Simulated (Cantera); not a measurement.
A Cantera script and what it prints.

```python
import numpy as np
import cantera as ct

gas_names = """
    CL CLO CL2 Fe FeCL FeCL2 FeCL3 FeO Fe(OH)2 Fe2CL4 Fe2CL6 H HCL HOCL HO2 H2 H2O H2O2 O OH O2 O3
""".split()
cond_names = """
    Fe(a) Fe(c) Fe(d) Fe(L) FeCL2(s) FeCL2(L) FeCL3(s) FeCL3(L) FeO(s) FeO(L) Fe(OH)2(s) Fe(OH)3(s)
    Fe2O3(s) Fe3O4(s) H2O(s) H2O(L)
""".split()


# ... load() reads the species with a 1 bar reference pressure and builds the phases ...
atoms = {
    'Fe2O3': {'Fe': 2, 'O': 3},
    'Cl2': {'CL': 2},
    'H2': {'H': 2},
}
top_T = {'Fe2O3(s)': 1830, 'Fe3O4(s)': 1870}  # K; cautious upper limits of use, not melting points


# ... equilibrate(T, P, feed) seeds the gas with the atoms and calls Mixture.equilibrate('TP', solver="vcs", rtol=1e-11, max_steps=5000) ...
results = []
T = 1200  # K
P = 260  # Pa
for m in [4.8, 10, 15, 20, 26, 31, 36, 41]:
    feed = {'Fe2O3': 1, 'Cl2': 8.4, 'H2': m}  # mol
    mix = equilibrate(T, P, feed)
    results.append((T, P, feed, dict(zip(mix.species_names, mix.species_moles))))

top = {s: max(r[3][s] / sum(r[3][g] for g in gas_names) for r in results) for s in gas_names}
cols = sorted((s for s in top if top[s] > 1e-05), key=lambda s: -top[s])[:8]
seen = [c for c in cond_names if any(r[3].get(c, 0) > 1e-12 for r in results)]
print("log10 of partial pressures in bar; condensed amounts in mol")
print(f"{'n(H2)':>10s}" + "".join(f"{s[:9]:>10s}" for s in cols + seen))
for T, P, feed, n in results:
    ng = sum(n[g] for g in gas_names)
    print(f"{feed['H2']:10.4g}" + "".join(f"{np.log10(max(n[s] / ng * P / 1e5, 1e-99)):10.3f}" for s in cols)
          + "".join(f"{n.get(c, 0):10.4g}" for c in seen))
```

Result:

```
log10 of partial pressures in bar; condensed amounts in mol
     n(H2)       HCL        H2       H2O     FeCL2        O2       CL2     FeCL3        CL     Fe(c)  Fe2O3(s)
       4.8    -2.774   -10.791    -4.697    -3.627    -3.603    -3.639    -3.959    -4.145         0   0.03635
        10    -2.743    -4.071    -3.373    -3.549   -14.394   -10.296    -7.209    -7.474         0         0
        15    -2.847    -3.206    -3.477    -3.653   -16.334   -11.370    -7.851    -8.011         0         0
        20    -2.931    -3.013    -3.561    -3.737   -16.888   -11.732    -8.115    -8.191         0         0
        26    -3.014    -2.901    -3.644    -3.821   -17.278   -12.010    -8.338    -8.330         0         0
        31    -3.073    -2.846    -3.703    -3.880   -17.507   -12.183    -8.483    -8.417         0         0
        36    -3.125    -2.808    -3.755    -3.931   -17.687   -12.325    -8.606    -8.488         0         0
        41    -3.169    -2.780    -3.802    -3.985   -17.836   -12.442    -8.718    -8.546   0.03238         0
```

Cantera equilibrium calculation (NASA polynomials, part measured and part estimated; ideal gas, pure solids and liquids).
